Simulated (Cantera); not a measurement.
Mixture: CH₄ : O₂ : N₂ : CO₂ = 1 : 2.13 : 11.3 : 1.7 (molar parts), equivalence ratio 0.94, at 11.0 bar, adiabatic and at constant volume. Ignition delay is the time to a rise of 400 K.

Model: GRI-Mech 3.0 (53 species, 325 reactions), integrated in Cantera.

Q: What does this change do: constant pressure in place of constant volume?

A: 
| quantity | before | after |
|---|---|---|
| delay at 1225 K | 4.62 ms | 4.82 ms |
| delay at 1325 K | 1.52 ms | 1.60 ms |
| delay at 1425 K | 0.543 ms | 0.577 ms |
| delay at 1525 K | 0.207 ms | 0.221 ms |
| delay at 1625 K | 83.6 µs | 89.9 µs |
| delay at 1725 K | 36.4 µs | 39.3 µs |
| apparent activation energy between 1525 and 1725 K | 190 kJ/mol | 190 kJ/mol |
